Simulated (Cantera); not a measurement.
Mixture: H₂ : O₂ : N₂ = 1 : 0.294 : 1.11 (molar parts), equivalence ratio 1.7, at 1000000 Pa, adiabatic and at constant pressure. Ignition delay is the time to a rise of 400 K.

Computed with Cantera and the H2/O2 subset of GRI-Mech 3.0, which has no nitrogen chemistry. The hydrogen kinetics of GRI-Mech 3.0 are dated; newer H2 mechanisms differ, most at raised pressure.

Task: At T0 = 1198 K, what is the delay, and which 5 reactions control it most (d ln τ / d ln k, from doubling and halving each rate constant)?

Result: The delay is 63.2 µs.
```tsv
reaction	d ln τ / d ln k	faster rate
H + O2 <=> O + OH	-2.49	shortens it
H + O2 + M <=> HO2 + M	1.34	lengthens it
H + O2 + N2 <=> HO2 + N2	0.94	lengthens it
H + H2O2 <=> H2 + HO2	-0.47	shortens it
H + HO2 <=> 2 OH	-0.32	shortens it
```
